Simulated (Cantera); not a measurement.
Transport properties of process gases

Gas mixture: CO : C₃H₈ : H₂O : C₂H₂ = 0.16 : 0.42 : 0.73 : 0.11 (molar parts), at 930 Pa, frozen composition.

Cantera's kinetic-theory transport with the Lennard-Jones parameters of GRI-Mech 3.0, ideal gas; thermal conductivity in the mixture-averaged form. Polar gases are described roughly by these parameters. The composition is frozen, though it would react at the higher temperatures.

| T (K) | ρ (kg/m³) | cp (J/kg/K) | μ (µPa s) | λ (mW/m/K) | Pr | D (cm²/s) CO₂ | D (cm²/s) NO | D (cm²/s) CH₃ |
|---|---|---|---|---|---|---|---|---|
| 400 | 0.00768 | 1916 | 13.4 | 34.3 | 0.748 | 23.2 | 31.2 | 34.2 |
| 550 | 0.00559 | 2252 | 18.0 | 51.8 | 0.783 | 42.4 | 55.4 | 61.3 |
| 700 | 0.00439 | 2538 | 22.3 | 70.3 | 0.806 | 66.0 | 84.6 | 94.1 |
| 850 | 0.00362 | 2776 | 26.3 | 89.4 | 0.817 | 93.5 | 118 | 132 |
| 1000 | 0.00307 | 2980 | 30.1 | 109 | 0.825 | 125 | 156 | 175 |
| 1150 | 0.00267 | 3139 | 33.7 | 128 | 0.825 | 159 | 198 | 222 |
| 1300 | 0.00236 | 3281 | 37.1 | 148 | 0.825 | 196 | 244 | 274 |
| 1450 | 0.00212 | 3405 | 40.4 | 167 | 0.826 | 237 | 293 | 329 |
| 1600 | 0.00192 | 3514 | 43.5 | 185 | 0.826 | 280 | 345 | 388 |
D: mixture-averaged diffusion coefficient of that species in the mixture.
